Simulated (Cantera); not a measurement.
An isothermal plug-flow reactor at 723 K and 2.30 bar (inlet), inlet velocity 0.13 m/s, active area per volume 300 1/m; feed 0.505 % CO, 10.8 % O2, 88.7 % N2.

Detailed kinetics in Cantera: Deutschmann's 1995 Pt surface mechanism with GRI-Mech 3.0 gas chemistry. Catalytic surfaces can have several steady states; this one follows from the mechanism file's or the stated starting coverage. Mass transfer to the wall is taken as infinitely fast.

Question: Predict: x(CO) at z = 0.023 m; x(O2) at z = 0.023 m; x(CO2) at z = 0.023 m; θ(free Pt) at the exit; θ(O*) at the exit.

Answer: 
| Property | Value |
|---|---|
| x(CO) at z = 0.023 m | 0.00104 |
| x(O2) at z = 0.023 m | 0.106 |
| x(CO2) at z = 0.023 m | 0.00402 |
| θ(free Pt) at the exit | 0.00837 |
| θ(O*) at the exit | 0.992 |
